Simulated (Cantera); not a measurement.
An adiabatic, constant-volume homogeneous reactor starts with CH4 : O2 : N2 : CO2 = 1 : 1.18 : 4.42 : 1.8 (molar parts), equivalence ratio 1.7, at 1725 K and 4.93 atm.

Computed with Cantera and GRI-Mech 3.0 (53 species, 325 reactions).

Task: Predict: time of steepest temperature rise; temperature at 3.00 s; equilibrium temperature; x(O2) at 3.00 s; x(CO2) at 3.00 s; x(H2O2) at 3.00 s; x(HCN) at 3.00 s; x(OH) at 3.00 s; x(HO2) at 3.00 s.

Result: 
```
Quantity                                                             Value
---------------------------------  ---------------------------------------
time of steepest temperature rise                                  74.0 µs
temperature at 3.00 s                                               2743 K
equilibrium temperature                                             2743 K
x(O2) at 3.00 s                    0.00144 (gas-phase equilibrium 0.00144)
x(CO2) at 3.00 s                       0.146 (gas-phase equilibrium 0.146)
x(H2O2) at 3.00 s                  2.32e-7 (gas-phase equilibrium 2.32e-7)
x(HCN) at 3.00 s                   5.08e-8 (gas-phase equilibrium 5.08e-8)
x(OH) at 3.00 s                    0.00652 (gas-phase equilibrium 0.00652)
x(HO2) at 3.00 s                   1.41e-6 (gas-phase equilibrium 1.41e-6)
```
